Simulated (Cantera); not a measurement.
# Formation from one mole of O2

Source: NASA polynomial tables (part measured, part estimated), evaluated in Cantera. Values are per mole of reaction as written; species without (g) are pure solids or liquids, kept so even where they would boil at 1 bar.

2 Si + O2(g) = 2 SiO(g)

```
T (K)  ΔH° (kJ)  ΔS° (J/K)  ΔG° (kJ)  log10 K  condensed phases
-----  --------  ---------  --------  -------  ----------------
1250     -215.2      160.0    -415.2    17.35             Si(s)
1350     -217.0      158.6    -431.1    16.68             Si(s)
1450     -218.9      157.2    -446.9    16.10             Si(s)
1550     -220.9      155.9    -462.6    15.59             Si(s)
1650     -223.0      154.6    -478.1    15.13             Si(s)
1750     -325.3       94.1    -489.9    14.62             Si(l)
1850     -327.1       93.1    -499.3    14.10             Si(l)
1950     -328.8       92.2    -508.6    13.62             Si(l)
2050     -330.6       91.3    -517.7    13.19             Si(l)
```

V + O2(g) = VO2(g)

| T (K) | ΔH° (kJ) | ΔS° (J/K) | ΔG° (kJ) | log10 K |
|---|---|---|---|---|
| 1250 | -241.0 | 18.8 | -264.5 | 11.05 |
| 1350 | -242.2 | 17.9 | -266.3 | 10.30 |
| 1450 | -243.5 | 16.9 | -268.1 | 9.66 |
| 1550 | -244.9 | 16.0 | -269.7 | 9.09 |
| 1650 | -246.5 | 15.0 | -271.3 | 8.59 |
| 1750 | -248.2 | 14.0 | -272.7 | 8.14 |
| 1850 | -250.0 | 13.0 | -274.1 | 7.74 |
| 1950 | -251.9 | 12.0 | -275.3 | 7.37 |
| 2050 | -254.1 | 10.9 | -276.5 | 7.04 |

1.143 Ti + O2(g) = 0.2857 Ti4O7

```json
[
 {"T (K)": "1250", "ΔH° (kJ)": "-966.4", "ΔS° (J/K)": "-172.2", "ΔG° (kJ)": "-751.1", "log10 K": "31.39", "condensed phases": "Ti(β), Ti4O7(s)"},
 {"T (K)": "1350", "ΔH° (kJ)": "-964.7", "ΔS° (J/K)": "-171.0", "ΔG° (kJ)": "-733.9", "log10 K": "28.40", "condensed phases": "Ti(β), Ti4O7(s)"},
 {"T (K)": "1450", "ΔH° (kJ)": "-963.2", "ΔS° (J/K)": "-169.9", "ΔG° (kJ)": "-716.9", "log10 K": "25.82", "condensed phases": "Ti(β), Ti4O7(s)"},
 {"T (K)": "1550", "ΔH° (kJ)": "-961.8", "ΔS° (J/K)": "-168.9", "ΔG° (kJ)": "-700.0", "log10 K": "23.59", "condensed phases": "Ti(β), Ti4O7(s)"},
 {"T (K)": "1650", "ΔH° (kJ)": "-960.5", "ΔS° (J/K)": "-168.1", "ΔG° (kJ)": "-683.1", "log10 K": "21.62", "condensed phases": "Ti(β), Ti4O7(s)"},
 {"T (K)": "1750", "ΔH° (kJ)": "-959.5", "ΔS° (J/K)": "-167.5", "ΔG° (kJ)": "-666.3", "log10 K": "19.89", "condensed phases": "Ti(β), Ti4O7(s)"},
 {"T (K)": "1850", "ΔH° (kJ)": "-958.5", "ΔS° (J/K)": "-167.0", "ΔG° (kJ)": "-649.6", "log10 K": "18.34", "condensed phases": "Ti(β), Ti4O7(s)"},
 {"T (K)": "1950", "ΔH° (kJ)": "-974.5", "ΔS° (J/K)": "-175.2", "ΔG° (kJ)": "-632.9", "log10 K": "16.95", "condensed phases": "Ti(l), Ti4O7(s)"},
 {"T (K)": "2050", "ΔH° (kJ)": "-908.6", "ΔS° (J/K)": "-141.4", "ΔG° (kJ)": "-618.7", "log10 K": "15.76", "condensed phases": "Ti(l), Ti4O7(l)"}
]
```

Nb + O2(g) = NbO2

```
T (K)  ΔH° (kJ)  ΔS° (J/K)  ΔG° (kJ)  log10 K
-----  --------  ---------  --------  -------
1250     -774.8     -162.7    -571.4    23.88
1350     -773.0     -161.4    -555.2    21.48
1450     -771.3     -160.1    -539.1    19.42
1550     -769.6     -159.0    -523.1    17.63
1650     -768.1     -158.1    -507.3    16.06
1750     -766.6     -157.2    -491.5    14.67
1850     -765.2     -156.4    -475.8    13.43
1950     -763.9     -155.8    -460.2    12.33
2050     -762.8     -155.2    -444.7    11.33
```
